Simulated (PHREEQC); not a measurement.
Spent oxide etchant

Solution (25 °C): 0.065 mol NH4HF2 and 6.2e-05 mol (NH4)2SiF6 per kg of water. Closed to the air; pH follows from the charge balance.

Computed with PHREEQC (ion-association model, wateq4f.dat).

Each row changes one thing in this solution. This is a speciation only: nothing precipitates in the calculation.

| case | pH | ionic strength (mol/kgw) | F- (mol/kgw) | HF (mol/kgw) | HF2- (mol/kgw) | H2F2 (mol/kgw) | SI of Quartz (SiO2) |
|---|---|---|---|---|---|---|---|
| as made | 3.17 | 0.0660 | 0.0561 | 0.0442 | 0.00966 | 0.00517 | -9.98 |
| NH4HF2 from 0.065 to 0.0975 mol/kgw | 3.18 | 0.0985 | 0.0797 | 0.0593 | 0.0186 | 0.00939 | -10.83 |
| temperature from 25 to 50 °C | 3.32 | 0.0658 | 0.0541 | 0.0482 | 0.0115 | 0.00239 | -8.70 |
| diluted 2-fold with water | 3.17 | (withheld) | 0.0303 | 0.0254 | 0.00297 | 0.00169 | -8.73 |
| (NH4)2SiF6 from 6.2e-05 to 1.24e-05 mol/kgw | 3.17 | 0.0658 | 0.0561 | 0.0442 | 0.00966 | 0.00517 | (withheld) |

Q: What belongs in the gaps?

A: 
- diluted 2-fold with water, ionic strength (mol/kgw): 0.0334
- (NH4)2SiF6 from 6.2e-05 to 1.24e-05 mol/kgw, SI of Quartz (SiO2): -10.68

wateq4f.dat counts part of the HF as a dimer, H2F2, which phreeqc.dat doesn't know; its constant is uncertain. Away from 25 °C the constants follow the database's enthalpies or fits; those with neither stay at their 25 °C values. SiF6-2 is the database's only silicon fluoride.
